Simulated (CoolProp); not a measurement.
Vapour-liquid equilibrium of R113 (1) + n-hexane (2) at 92.55 °C; x and y are mole fractions of (1).

The numbers come from the multi-fluid Helmholtz-energy mixture model, Marx 1992 and Thol 2019; pair parameters Bell 2016 in CoolProp.

Give the bubble pressure and the first vapour's composition at x = 0.05, 0.25, 0.75. Is there an azeotrope?

x = 0.05: 215.3 kPa, y = 0.101; x = 0.25: 259.2 kPa, y = 0.391; x = 0.75: 336.9 kPa, y = 0.818. No azeotrope shows between x = 0.05 and 0.95.

Pair parameters are fitted to limited data, so mixtures are less certain than the pure fluids.
